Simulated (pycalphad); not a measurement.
An equivalent pycalphad script:

```python
from pycalphad import Database, equilibrium, calculate, variables as v
import numpy as np
db = Database('COST507.tdb')
comps = ['TI', 'AL', 'C', 'VA']
phases = ['AL11TI5', 'AL2TI', 'AL3M_D022', 'AL4C3', 'ALM_D019', 'ALTI', 'BCC_A2', 'FCC_A1', 'GRAPHITE', 'HCP_A3', 'LIQUID']
eq = equilibrium(db, comps, phases, {v.X('AL'): 0.0558, v.X('C'): 0.0548, v.T: np.arange(2850, 499, -40), v.P: 101325, v.N: 1}, output=['HM', 'SM'])
```

All values are pycalphad results on the COST 507 light-alloy database (1999) (1 atm), not direct measurements. No gas phase is included, though pure Al would boil below 2577 °C. The data set is of 1999 and partly superseded. The system is extrapolated from its subsystems; higher-order compounds may be missing. Phase fractions are per mole of atoms. Diffusion is slow at the low end, where real alloys seldom reach equilibrium.

Results at three of the temperatures:

```
T = 1010.00 K, P = 101325 Pa, N = 1 mol of atoms
G = -61415 J/mol, H = 2049 J/mol, S = 62.84 J/(mol K)  (SER reference)
chemical potentials (J/mol): Ti -46139, Al -136149, C -233249
phase             fraction      x(Ti)      x(Al)       x(C)
HCP_A3              0.8461     0.9337     0.0660    0.00034
FCC_A1              0.1539     0.6459    1.6e-13     0.3541
```

```
T = 970.00 K, P = 101325 Pa, N = 1 mol of atoms
G = -58928 J/mol, H = 757 J/mol, S = 61.53 J/(mol K)  (SER reference)
chemical potentials (J/mol): Ti -43515, Al -134098, C -232528
phase             fraction      x(Ti)      x(Al)       x(C)
HCP_A3              0.8465     0.9338     0.0659   0.000255
FCC_A1              0.1535     0.6444    5.6e-14     0.3556
```

```
T = 930.00 K, P = 101325 Pa, N = 1 mol of atoms
G = -56493 J/mol, H = -522 J/mol, S = 60.18 J/(mol K)  (SER reference)
chemical potentials (J/mol): Ti -40946, Al -132095, C -231842
phase             fraction      x(Ti)      x(Al)       x(C)
HCP_A3              0.8469     0.9339     0.0659   0.000186
FCC_A1              0.1531     0.6430    1.8e-14     0.3570
```

Changes of the phase set, refined by bisection:

| T (°C) | phases above | phases below |
|---|---|---|
| 1949.7 | LIQUID | FCC_A1 + LIQUID |
| 1677.8 | FCC_A1 + LIQUID | BCC_A2 + FCC_A1 + LIQUID |
| 1672.3 | BCC_A2 + FCC_A1 + LIQUID | BCC_A2 + FCC_A1 |
| 971.2 | BCC_A2 + FCC_A1 | BCC_A2 + FCC_A1 + HCP_A3 |
| 951.7 | BCC_A2 + FCC_A1 + HCP_A3 | FCC_A1 + HCP_A3 |

FCC_A1 is fcc; BCC_A2 is bcc; HCP_A3 is hcp. The fcc model also describes the rock-salt carbide or nitride (TiC, TiN, HfC).
